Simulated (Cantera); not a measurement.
Feed: 1 mol CO, 0.11 mol CO2, 35 mol H2, held at 1.00 bar.

Equilibrium computed with Cantera from the NASA thermochemical tables; the gas is ideal and each condensed phase is pure. Candidate condensed phases: C, C6H6, C7H8, C8H18, H2O; 110 gas species. Kinetics and transport are ignored.

x: gas mole fraction; nothing condenses.

| T (°C) | x H2 | x CO | x H2O | x CH4 | x H |
|---|---|---|---|---|---|
| 725 | 0.946 | 0.0124 | 0.0219 | 0.0191 | 2.09e-9 |
| 800 | 0.957 | 0.0217 | 0.0121 | 0.00934 | 1.37e-8 |
| 875 | 0.962 | 0.0268 | 0.00688 | 0.00397 | 7.03e-8 |
| 950 | 0.965 | 0.0292 | 0.00452 | 0.00155 | 2.95e-7 |
| 1025 | 0.966 | 0.0301 | 0.00355 | 0.000566 | 1.05e-6 |
| 1100 | 0.966 | 0.0305 | 0.00320 | 0.000202 | 3.27e-6 |
| 1175 | 0.966 | 0.0306 | 0.00308 | 7.58e-5 | 9.06e-6 |
| 1250 | 0.966 | 0.0307 | 0.00304 | 3.06e-5 | 2.27e-5 |
| 1325 | 0.966 | 0.0307 | 0.00303 | 1.33e-5 | 5.23e-5 |
| 1400 | 0.966 | 0.0307 | 0.00302 | (withheld) | (withheld) |
| 1475 | 0.966 | 0.0307 | 0.00302 | 3.13e-6 | 0.000225 |
| 1550 | 0.966 | 0.0307 | 0.00302 | 1.66e-6 | 0.000426 |
| 1625 | 0.965 | 0.0307 | 0.00302 | (withheld) | (withheld) |
| 1700 | 0.965 | 0.0307 | 0.00302 | 5.44e-7 | 0.00133 |

### Question
Some entries are withheld; supply them.

### Answer

- 1400, x CH4: 6.25e-6
- 1400, x H: 0.000112
- 1625, x CH4: 9.30e-7
- 1625, x H: 0.000768
